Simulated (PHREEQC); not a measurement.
1 kg of water holding 0.012 mol/kgw Na2SO4 and 0.0038 mol/kgw NaHCO3 is evaporated at 90 °C; the solids stay in contact with the brine. CO2 is held at log p = -3.4 (atm). The run lets Burkeite, Mirabilite, Nahcolite, Natron, Thenardite, Trona precipitate or redissolve, and no other solid.

All values are PHREEQC results (Pitzer model, pitzer.dat), not measurements.

Predict ionic strength at water left (kg) = 0.8219, 0.3751, 0.04337, 0.01981, 0.0134.


```json
[
 {"water left (kg)": "0.8219", "ionic strength": "0.0490"},
 {"water left (kg)": "0.3751", "ionic strength": "0.108"},
 {"water left (kg)": "0.04337", "ionic strength": "0.950"},
 {"water left (kg)": "0.01981", "ionic strength": "2.09"},
 {"water left (kg)": "0.0134", "ionic strength": "3.09"}
]
```

At this temperature some constants are extrapolated from 25 °C, and those without enthalpy data are left unchanged.
